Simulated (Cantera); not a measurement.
Feed: 1 mol TEOS, a varied amount of O₂, equilibrated at 1173 K and 0.300 Torr.

Method: chemical equilibrium by Gibbs-energy minimisation in Cantera with the NASA 1993 tables (ideal gas, pure condensed phases). Candidate condensed phases: C, C₆H₆, C₇H₈, C₈H₁₈, H₂O, Si, SiC, SiO₂; 123 gas species. The feed counts by its element totals alone. The tables hold silica as quartz up to 1696 K and as liquid above; real silica turns to tridymite and cristobalite and melts near 1996 K. Rates play no part.

log p: log10 of the partial pressure in bar; n: condensed amount in mol.

| n(O₂) (mol) | log p H₂ | log p H₂O | log p CO₂ | log p CO | log p O₂ | log p OH | n C(graphite) | n SiO₂(β-quartz) |
|---|---|---|---|---|---|---|---|---|
| 2.3 | -3.62 | -8.87 | -9.15 | -3.80 | <-15 | <-15 | 1.40 | 1.000 |
| 4.1 | -3.72 | -4.53 | -4.72 | -3.80 | <-15 | (withheld) | 0 | 1.00 |
| 5.9 | -3.84 | -4.11 | -4.28 | -3.90 | <-15 | (withheld) | 0 | 1.00 |
| 7.8 | -4.01 | -3.91 | -4.05 | -4.05 | <-15 | (withheld) | 0 | 1.00 |
| 9.6 | -4.26 | -3.78 | -3.90 | -4.28 | -15.32 | (withheld) | 0 | 1.00 |
| 11 | -4.65 | -3.70 | -3.81 | -4.66 | -14.39 | (withheld) | 0 | 1.00 |
| 13 | -9.48 | -3.68 | -3.77 | -9.48 | -4.68 | (withheld) | 0 | 1.00 |

Question: What belongs in the gaps?

Answer: 
- 4.1, log p OH: -11.76
- 5.9, log p OH: -11.29
- 7.8, log p OH: -10.99
- 9.6, log p OH: -10.73
- 11, log p OH: -10.46
- 13, log p OH: -8.02
